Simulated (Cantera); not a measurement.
A Cantera script and its output.

```python
import numpy as np
import cantera as ct

gas = ct.Solution("gri30.yaml")
gas.TPX = 1375, 1333, {'H2': 1.1, 'O2': 1}
reactor = ct.IdealGasConstPressureReactor(gas, energy="off", clone=False)
net = ct.ReactorNet([reactor])
net.rtol, net.atol = 1e-08, 1e-18
show = ['H2', 'O2', 'HO2', 'H', 'O', 'OH', 'H2O']
times = np.geomspace(8e-06, 20, 15)

steps = ct.SolutionArray(gas, extra=["t"])
rows = []
print(f"{'t/s':>10s}{'T/K':>9s}{'P/Pa':>11s}" + "".join(f"{s:>11s}" for s in show))
for t in times:
    while net.time < t:
        t_next = net.step()
        steps.append(gas.state, t=t_next)
    rows.append([np.interp(t, steps.t, y) for y in (steps.T, steps.P, *steps(*show).X.T)])
    print(f"{t:10.3e}{rows[-1][0]:9.1f}{rows[-1][1]:11.4g}" + "".join(f"{x:11.3e}" for x in rows[-1][2:]))
rate = np.gradient(steps.T, steps.t)
print("integrator steps:", len(steps.t))
if steps.T.max() > steps.T[0] + 200:
    print(f"time of steepest temperature rise: {steps.t[rate.argmax()]:.4e} s")
gas.TPX = 1375, 1333, {'H2': 1.1, 'O2': 1}
gas.equilibrate("TP")
print(f"equilibrium (TP): T = {gas.T:.1f} K  " + "  ".join(f"{s} {gas[s].X[0]:.3e}" for s in show))
```

It prints:

```
       t/s      T/K       P/Pa         H2         O2        HO2          H          O         OH        H2O
 8.000e-06   1375.0       1333  5.238e-01  4.762e-01  3.277e-08  3.166e-08  2.398e-09  2.104e-09  1.250e-09
 2.291e-05   1375.0       1333  5.238e-01  4.762e-01  9.376e-08  1.002e-07  1.540e-08  1.209e-08  2.152e-08
 6.563e-05   1375.0       1333  5.238e-01  4.762e-01  2.678e-07  5.407e-07  1.153e-07  8.496e-08  3.858e-07
 1.880e-04   1375.0       1333  5.238e-01  4.762e-01  7.706e-07  1.901e-05  4.334e-06  3.154e-06  2.258e-05
 5.384e-04   1375.0       1333  2.707e-01  3.607e-01  4.507e-06  1.373e-01  3.641e-02  2.056e-02  1.744e-01
 1.542e-03   1375.0       1333  5.846e-02  2.541e-01  5.166e-06  2.247e-01  8.719e-02  2.459e-02  3.509e-01
 4.416e-03   1375.0       1333  5.539e-02  2.606e-01  5.846e-06  1.823e-01  7.359e-02  2.423e-02  4.039e-01
 1.265e-02   1375.0       1333  4.059e-02  2.731e-01  7.380e-06  8.852e-02  4.277e-02  2.123e-02  5.338e-01
 3.623e-02   1375.0       1333  1.046e-02  2.849e-01  7.336e-06  9.294e-03  9.074e-03  1.096e-02  6.753e-01
 1.038e-01   1375.0       1333  9.270e-04  2.891e-01  2.309e-06  2.348e-04  7.782e-04  3.273e-03  7.057e-01
 2.972e-01   1375.0       1333  1.099e-04  2.899e-01  4.074e-07  9.640e-06  9.273e-05  1.133e-03  7.087e-01
 8.512e-01   1375.0       1333  2.173e-05  2.902e-01  1.177e-07  8.542e-07  1.845e-05  5.057e-04  7.093e-01
 2.438e+00   1375.0       1333  6.389e-06  2.902e-01  8.052e-08  1.370e-07  5.445e-06  2.747e-04  7.095e-01
 6.983e+00   1375.0       1333  3.649e-06  2.903e-01  8.411e-08  5.928e-08  3.106e-06  2.075e-04  7.095e-01
 2.000e+01   1375.0       1333  3.512e-06  2.903e-01  8.466e-08  5.600e-08  2.990e-06  2.035e-04  7.095e-01
integrator steps: 1824
equilibrium (TP): T = 1375.0 K  H2 3.512e-06  O2 2.903e-01  HO2 8.466e-08  H 5.599e-08  O 2.990e-06  OH 2.035e-04  H2O 7.095e-01
```

Detailed kinetics in Cantera: GRI-Mech 3.0 (53 species, 325 reactions). Radical loss at walls, strong at low pressure, is not modelled. The temperature is held fixed by assumption; the heat of reaction is taken as removed at once.
